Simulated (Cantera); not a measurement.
Feed: 1 mol C3H6, 1.4 mol H2, held at 2200 K.

These are equilibrium values from Cantera (NASA tables, ideal gas, pure condensed phases), not measurements of a reactor. Candidate condensed phases: C, C6H6, C7H8, C8H18; 76 gas species. The ideal-gas law is rough above about 30 bar. Rates play no part.

**Question.** At 100 bar, list the 7 most abundant gas species with their mole fractions, and the condensed phases.

**Answer.** H2 0.971, CH4 0.0248, C2H2 (acetylene) 0.00249, C2H4 0.000590, H 0.000555, CH3 0.000271, C2H6 1.36e-5. Condensed: C(graphite).
